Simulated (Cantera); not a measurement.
Feed: 1 mol C, 2.9 mol NH3, 10 mol H2, equilibrated at 1550 K and 0.00133 bar.

Method: chemical equilibrium by Gibbs-energy minimisation in Cantera with the NASA 1993 tables (ideal gas, pure condensed phases). Candidate condensed phases: C, C6H6, C7H8, C8H18; 92 gas species. Rates play no part.

Base state: H2 0.907, N2 0.0915, H 0.000822, HCN 0.000428, C2H2 (acetylene) 1.46e-5 (mole fractions); condensed: C(graphite).

Question: What changes in the equilibrium state with this change: temperature from 1550 K to 2975 K?

Answer: 
```json
[
 {"species": "H", "before": "0.000822", "after": "0.882"},
 {"species": "H2", "before": "0.907", "after": "0.0486"},
 {"species": "N2", "before": "0.0915", "after": "0.0457"},
 {"species": "C", "before": "<1e-9", "after": "0.00862"},
 {"species": "C3", "before": "<1e-9", "after": "0.00428"},
 {"species": "CN", "before": "2.33e-9", "after": "0.00476"},
 {"species": "C(graphite), mol", "before": "0.993", "after": "0"}
]
```
